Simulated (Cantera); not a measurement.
Input: 1 mol SiO₂, 0.95 mol CO, 0.23 mol N₂, 4.6 mol C, equilibrated at 1800 K and 1000 Pa.

Equilibrium computed with Cantera from the NASA thermochemical tables; the gas is ideal and each condensed phase is pure. Candidate condensed phases: C, Si, SiC, SiO₂, Si₂N₂O, Si₃N₄; 34 gas species. Kinetics and transport are ignored.

Base state: CO 0.923, N₂ 0.0723, SiO 0.00513 (mole fractions); condensed: C(graphite) + SiC(s).

Task: What changes in the equilibrium state with this change: temperature from 1800 K to 1973 K?

Result: 
| species | before | after |
|---|---|---|
| CO | 0.923 | 0.919 |
| N₂ | 0.0723 | 0.0723 |
| SiO | 0.00513 | 0.00804 |
| Si | 7.65e-6 | 0.000156 |
| C(graphite), mol | 1.63 | 1.65 |
| SiC(s), mol | 0.984 | 0.974 |
